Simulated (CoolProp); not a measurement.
A simple Rankine cycle with R113: condensing at 319.15 K, boiler at 0.456 MPa, turbine inlet 390 K, turbine efficiency 0.65, pump efficiency 0.7, no recuperator. Each further row changes one setting.

Model: reference Helmholtz-energy equation of state, Marx 1992, in CoolProp.

```tsv
case	thermal efficiency (%)	net work (kJ/kg)	heat in (kJ/kg)	turbine exit temperature (K)	volume ratio over the turbine
as stated	8.0	15.3	190	362.1	4.79
turbine inlet 410 K	7.9	16.3	206	382.1	4.73
condensing temperature 311.15 K	9.1	18.0	198	357.9	6.27
boiler pressure 0.319 MPa	6.3	12.2	192	369.3	3.30
turbine efficiency 0.55	6.8	12.9	190	365.4	4.83
```
